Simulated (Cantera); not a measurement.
**Low-pressure radical oxidation in H2/O2**

An isothermal, constant-pressure homogeneous reactor starts with H2 : O2 : N2 = 0.021 : 1 : 0.8 (molar parts), at 1425 K and 20.0 Torr.

Model: the H2/O2 subset of GRI-Mech 3.0, which has no nitrogen chemistry, integrated in Cantera. Radical loss at walls, strong at low pressure, is not modelled.

```json
[
 {"t (s)": "4.00e-6", "x H2": "0.0115", "x O2": "0.549", "x O": "1.87e-10", "x H": "1.48e-9", "x H2O2": "<1e-12"},
 {"t (s)": "1.72e-5", "x H2": "0.0115", "x O2": "0.549", "x O": "2.71e-9", "x H": "4.60e-9", "x H2O2": "<1e-12"},
 {"t (s)": "7.39e-5", "x H2": "0.0115", "x O2": "0.549", "x O": "2.73e-8", "x H": "1.08e-8", "x H2O2": "1.07e-11"},
 {"t (s)": "0.000317", "x H2": "0.0115", "x O2": "0.549", "x O": "4.00e-7", "x H": "7.61e-8", "x H2O2": "1.67e-10"},
 {"t (s)": "0.00136", "x H2": "0.0105", "x O2": "0.548", "x O": "0.000633", "x H": "0.000109", "x H2O2": "4.59e-9"},
 {"t (s)": "0.00586", "x H2": "8.60e-5", "x O2": "0.539", "x O": "0.00930", "x H": "0.000574", "x H2O2": "1.94e-8"},
 {"t (s)": "0.0252", "x H2": "7.27e-5", "x O2": "0.540", "x O": "0.00777", "x H": "0.000441", "x H2O2": "1.83e-8"},
 {"t (s)": "0.108", "x H2": "3.94e-5", "x O2": "0.543", "x O": "0.00409", "x H": "0.000170", "x H2O2": "1.45e-8"},
 {"t (s)": "0.465", "x H2": "8.36e-6", "x O2": "0.546", "x O": "0.000843", "x H": "1.61e-5", "x H2O2": "6.61e-9"},
 {"t (s)": "2.00", "x H2": "8.74e-7", "x O2": "0.546", "x O": "8.69e-5", "x H": "5.38e-7", "x H2O2": "1.44e-9"}
]
```
x: mole fraction; the columns are a selection and need not sum to one.

Equilibrium at this temperature and pressure: H2 6.36e-8, O2 0.547, O 6.32e-6, H 1.06e-8, H2O2 1.84e-10 (gas phase only).
